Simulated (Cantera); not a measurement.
Cantera run, input and output.

```python
import numpy as np
import cantera as ct

gas = ct.Solution("gri30.yaml")


def delay(T, t_max=10):
    gas.TPX = T, 1000000, {'CH3OH': 1, 'O2': 2.73, 'N2': 8.45}
    reactor = ct.IdealGasConstPressureReactor(gas, clone=False)
    net = ct.ReactorNet([reactor])
    net.rtol, net.atol = 1e-8, 1e-16
    while net.time < t_max:
        t_old, T_old = net.time, reactor.T
        net.step()
        if reactor.T > T + 400:  # ignition: a rise of 400 K
            return t_old + (T + 400 - T_old) / (reactor.T - T_old) * (net.time - t_old)
    return np.nan


taus = []
for T in [1175, 1275, 1375, 1475, 1575, 1675, 1775, 1875, 1975, 2075]:
    taus.append(delay(T))
    print(f"T0 = {T:6g} K   tau = {taus[-1]:.4e} s")
```

Result:

```
T0 =   1175 K   tau = 2.4882e-03 s
T0 =   1275 K   tau = 5.0142e-04 s
T0 =   1375 K   tau = 1.3336e-04 s
T0 =   1475 K   tau = 4.5022e-05 s
T0 =   1575 K   tau = 1.8432e-05 s
T0 =   1675 K   tau = 8.6946e-06 s
T0 =   1775 K   tau = 4.5333e-06 s
T0 =   1875 K   tau = 2.5520e-06 s
T0 =   1975 K   tau = 1.5382e-06 s
T0 =   2075 K   tau = 9.9394e-07 s
```

Computed with Cantera and GRI-Mech 3.0 (53 species, 325 reactions). GRI-Mech 3.0 was tuned for natural gas; its chemistry of methanol as a main component is partial and can be far from experiment.
